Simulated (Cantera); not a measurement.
A Cantera script and what it prints.

```python
import numpy as np
import cantera as ct

gas_names = """
    Fe FeO Fe(OH)2 H HNO HNO2 HNO3 HO2 H2 H2O H2O2 N NH NH2 NH3 NH2OH NO NO2 NO3 N2 N2H2 N2H4 N2O O OH
    O2 O3
""".split()
cond_names = """
    Fe(a) Fe(c) Fe(d) Fe(L) FeO(s) FeO(L) Fe(OH)2(s) Fe(OH)3(s) Fe2O3(s) Fe3O4(s) H2O(s) H2O(L)
""".split()


def load(file, names, dense=False):
    # The tables refer to 1 bar. Condensed volumes are neglected.
    table = {s.name: s for s in ct.Species.list_from_file(file)}
    out = []
    for n in names:
        d = dict(table[n].input_data)
        d["thermo"] = dict(d["thermo"], **{"reference-pressure": 1e5})
        if dense:
            d["equation-of-state"] = {"model": "constant-volume", "density": "1e6 g/cm^3"}
        out.append(ct.Species.from_dict(d))
    return out


gas = ct.Solution(thermo="ideal-gas", species=load("nasa_gas.yaml", gas_names))
cond = {s.name: ct.Solution(thermo="fixed-stoichiometry", species=[s], name=s.name)
        for s in load("nasa_condensed.yaml", cond_names, dense=True)}
atoms = {
    'Fe': {'Fe': 1},
    'H2O': {'H': 2, 'O': 1},
    'N2': {'N': 2},
}
top_T = {'Fe2O3(s)': 1830, 'Fe3O4(s)': 1870}  # K; cautious upper limits of use, not melting points


def equilibrate(T, P, feed):
    n = {}
    for name, mol in feed.items():
        for a, k in atoms[name].items():
            n[a] = n.get(a, 0.0) + k * mol
    gas.TPX = T, P, n
    mass = sum(n.values()) * gas.mean_molecular_weight
    gas.equilibrate("TP")
    valid = [c for c in cond.values() if c.min_temp <= T <= top_T.get(c.name, c.max_temp)]
    mix = ct.Mixture([(gas, mass / gas.mean_molecular_weight)] + [(c, 0.0) for c in valid])
    mix.T, mix.P = T, P
    mix.equilibrate("TP", solver="vcs", rtol=1e-11, max_steps=5000)
    return mix


results = []
feed = {'Fe': 1, 'H2O': 0.3, 'N2': 0.83}  # mol
P = 44000  # Pa
for T in [923, 998, 1073, 1148, 1223, 1298, 1373, 1448, 1523, 1598]:
    mix = equilibrate(T, P, feed)
    results.append((T, P, feed, dict(zip(mix.species_names, mix.species_moles))))

top = {s: max(r[3][s] / sum(r[3][g] for g in gas_names) for r in results) for s in gas_names}
cols = sorted((s for s in top if top[s] > 0.001), key=lambda s: -top[s])[:6]
seen = [c for c in cond_names if any(r[3].get(c, 0) > 1e-12 for r in results)]
print("log10 of partial pressures in bar; condensed amounts in mol")
print(f"{'T/K':>10s}" + "".join(f"{s[:9]:>10s}" for s in cols + seen))
for T, P, feed, n in results:
    ng = sum(n[g] for g in gas_names)
    print(f"{T:10.4g}" + "".join(f"{np.log10(max(n[s] / ng * P / 1e5, 1e-99)):10.3f}" for s in cols)
          + "".join(f"{n.get(c, 0):10.4g}" for c in seen))
```

Result:

```
log10 of partial pressures in bar; condensed amounts in mol
       T/K        N2        H2       H2O     Fe(a)     Fe(c)    FeO(s)
       923    -0.491    -0.991    -1.830    0.7379         0    0.2621
       998    -0.491    -1.004    -1.754    0.7453         0    0.2547
      1073    -0.491    -1.016    -1.689    0.7526         0    0.2474
      1148    -0.491    -1.030    -1.631    0.7601         0    0.2399
      1223    -0.491    -1.043    -1.582         0    0.7673    0.2327
      1298    -0.491    -1.055    -1.541         0    0.7739    0.2261
      1373    -0.491    -1.067    -1.507         0    0.7798    0.2202
      1448    -0.491    -1.078    -1.479         0    0.7852    0.2148
      1523    -0.491    -1.087    -1.456         0    0.7899    0.2101
      1598    -0.491    -1.096    -1.436         0    0.7941    0.2059
```

Equilibrium computed with Cantera from the NASA thermochemical tables; the gas is ideal and each condensed phase is pure. Mutual solubility and eutectic melting of coexisting phases are not modelled. The tables' stoichiometric FeO is somewhat more stable than real wüstite, so its field is too wide. FeO: taken at fixed stoichiometry.
